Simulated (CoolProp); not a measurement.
Sulfur dioxide at 418.62 K and 2.14 MPa is throttled through a valve to 1.13 MPa with no heat exchange. Each further row changes one setting.

Model: reference Helmholtz-energy equation of state, Gao 2016, in CoolProp.

```csv
case,temperature change (K),final density (kg/m³)
as stated,___,23.0
outlet pressure 0.339 MPa,___,6.80
outlet pressure 1.47 MPa,___,30.2
```

Task: What belongs in the gaps?

Result: 
- as stated, temperature change (K): -14.3
- outlet pressure 0.339 MPa, temperature change (K): -26.5
- outlet pressure 1.47 MPa, temperature change (K): -9.3
